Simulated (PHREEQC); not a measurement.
Solution A (0.0018 mol/kgw NaOH and 6.7e-05 mol/kgw CO2) is mixed with solution B (0.0025 mol HF and 0.0011 mol Na2CO3 per kg of water) at 25 °C; shares are by mass of water, 1 kg in all. Oxygen is held at 0.21 atm. The system is closed to CO2. Precipitation was switched off in this run.

Computed with PHREEQC (ion-association model, phreeqc.dat).

```tsv
share of solution B	pH	CO2 (mol/kgw)	F- (mol/kgw)
0	11.20	9.36e-11	0
0.1	11.08	3.98e-10	0.000250
0.2	10.92	1.25e-9	0.000500
0.3	10.69	4.45e-9	0.000749
0.4	10.32	2.28e-8	0.000999
0.5	9.66	2.19e-7	0.00125
0.6	6.90	0.000147	0.00150
0.7	6.19	0.000458	0.00175
0.8	5.56	0.000763	0.00199
0.9	4.59	0.000979	0.00217
1	4.15	0.00109	0.00226
```

Complexes and solids missing from the database can't appear.
